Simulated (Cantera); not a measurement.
Input (Python, Cantera) and output of one run.

```python
import numpy as np
import cantera as ct

gas_names = [...]  # 110 gases of nasa_gas.yaml made of C, H, O
cond_names = """
    C(gr) C6H6(L) C7H8(L) C8H18(L),n-octa H2O(s) H2O(L)
""".split()


# ... load() reads the species with a 1 bar reference pressure and builds the phases ...
atoms = {
    'acetone': {'C': 3, 'H': 6, 'O': 1},
    'H2': {'H': 2},
}
top_T = {'C(gr)': 4500}  # K; cautious upper limits of use, not melting points


# ... equilibrate(T, P, feed) seeds the gas with the atoms and calls Mixture.equilibrate('TP', solver="vcs", rtol=1e-11, max_steps=5000) ...
results = []
feed = {'acetone': 1, 'H2': 12}  # mol
T = 3023  # K
P = 100  # Pa
mix = equilibrate(T, P, feed)
results.append((T, P, feed, dict(zip(mix.species_names, mix.species_moles))))
print(gas.report(threshold=0.001))
for i in range(1, mix.n_phases):
    print(f"{mix.phase(i).name:16s} {mix.phase_moles(i):12.5e} mol")
```

It prints:

```
       temperature   3023 K
          pressure   100 Pa
           density   1.0495e-05 kg/m^3
  mean mol. weight   2.6378 kg/kmol
   phase of matter   gas

                          1 kg             1 kmol
                     ---------------   ---------------
          enthalpy         1.065e+08        2.8093e+08  J
   internal energy        9.6973e+07        2.5579e+08  J
           entropy             88172        2.3258e+05  J/K
    Gibbs function       -1.6004e+08       -4.2216e+08  J
 heat capacity c_p            8478.5             22365  J/K
 heat capacity c_v            5326.4             14050  J/K

                      mass frac. Y      mole frac. X     chem. pot. / RT
                     ---------------   ---------------   ---------------
                 C          0.088049          0.019337           -4.8991
                CO           0.34046          0.032062           -43.931
                C2          0.034864         0.0038283           -9.7982
               C2H         0.0095408         0.0010055           -25.469
                C3           0.15735          0.011519           -14.697
                 H           0.34527           0.90353           -15.671
                H2          0.021751          0.028459           -31.342
     [ +103 minor]         0.0027177        0.00025887

C(gr)             0.00000e+00 mol
```

These are equilibrium values from Cantera (NASA tables, ideal gas, pure condensed phases), not measurements of a reactor. The feed counts by its element totals alone.
